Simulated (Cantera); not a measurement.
**Premixed flame**

A freely propagating, adiabatic, planar premixed flame of H2 : O2 : N2 = 1 : 1 : 4.2 (molar parts), unburnt at 350 K and 105 Torr; mixture-averaged transport, grid criteria slope 0.08 and curve 0.16, no radiation.

Model: the H2/O2 subset of GRI-Mech 3.0, which has no nitrogen chemistry, integrated in Cantera. Burning velocities carry a grid error of a few per cent, more on coarse grids. Lean hydrogen flames are cellular in practice and burn faster than this planar one.

```json
[
 {"z (mm)": "-13.6", "T (K)": "350", "u (m/s)": "0.798", "x H2": "0.161", "x O2": "0.161", "x OH": "<1e-8", "x H": "<1e-8", "x HO2": "<1e-8", "x H2O2": "<1e-8"},
 {"z (mm)": "-9.04", "T (K)": "350", "u (m/s)": "0.798", "x H2": "0.161", "x O2": "0.161", "x OH": "<1e-8", "x H": "<1e-8", "x HO2": "<1e-8", "x H2O2": "<1e-8"},
 {"z (mm)": "-6.78", "T (K)": "350", "u (m/s)": "0.798", "x H2": "0.160", "x O2": "0.162", "x OH": "<1e-8", "x H": "<1e-8", "x HO2": "3.69e-8", "x H2O2": "1.03e-8"},
 {"z (mm)": "-4.52", "T (K)": "351", "u (m/s)": "0.797", "x H2": "0.157", "x O2": "0.162", "x OH": "<1e-8", "x H": "<1e-8", "x HO2": "9.90e-7", "x H2O2": "2.79e-7"},
 {"z (mm)": "-2.26", "T (K)": "415", "u (m/s)": "0.920", "x H2": "0.132", "x O2": "0.165", "x OH": "4.74e-5", "x H": "3.78e-5", "x HO2": "9.62e-5", "x H2O2": "2.35e-5"},
 {"z (mm)": "-1.13", "T (K)": "661", "u (m/s)": "1.43", "x H2": "0.0954", "x O2": "0.157", "x OH": "0.000355", "x H": "0.00193", "x HO2": "5.36e-5", "x H2O2": "1.20e-5"},
 {"z (mm)": "0", "T (K)": "952", "u (m/s)": "2.03", "x H2": "0.0506", "x O2": "0.133", "x OH": "0.000919", "x H": "0.00827", "x HO2": "2.47e-5", "x H2O2": "1.19e-6"},
 {"z (mm)": "1.13", "T (K)": "1159", "u (m/s)": "2.47", "x H2": "0.0186", "x O2": "0.106", "x OH": "0.00252", "x H": "0.0123", "x HO2": "1.50e-5", "x H2O2": "1.31e-6"},
 {"z (mm)": "2.26", "T (K)": "1273", "u (m/s)": "2.70", "x H2": "0.00822", "x O2": "0.0946", "x OH": "0.00358", "x H": "0.0109", "x HO2": "1.13e-5", "x H2O2": "1.18e-6"},
 {"z (mm)": "4.52", "T (K)": "1386", "u (m/s)": "2.93", "x H2": "0.00480", "x O2": "0.0903", "x OH": "0.00425", "x H": "0.00651", "x HO2": "8.40e-6", "x H2O2": "7.51e-7"},
 {"z (mm)": "9.04", "T (K)": "1476", "u (m/s)": "3.11", "x H2": "0.00300", "x O2": "0.0891", "x OH": "0.00409", "x H": "0.00278", "x HO2": "6.03e-6", "x H2O2": "3.94e-7"},
 {"z (mm)": "18.1", "T (K)": "1533", "u (m/s)": "3.22", "x H2": "0.00143", "x O2": "0.0889", "x OH": "0.00316", "x H": "0.000829", "x HO2": "3.74e-6", "x H2O2": "2.01e-7"},
 {"z (mm)": "36.2", "T (K)": "1560", "u (m/s)": "3.27", "x H2": "0.000514", "x O2": "0.0891", "x OH": "0.00200", "x H": "0.000171", "x HO2": "1.78e-6", "x H2O2": "9.96e-8"}
]
```
x: mole fraction of selected species; z is measured from the peak of heat release.

```json
{
 "laminar_burning_velocity": "79.8 cm/s",
 "thermal_thickness": "4.52 mm",
 "peak x(OH)": "0.00430",
 "peak x(H)": "0.0123",
 "peak x(HO2)": "0.000101",
 "peak x(H2O2)": "2.59e-5"
}
```
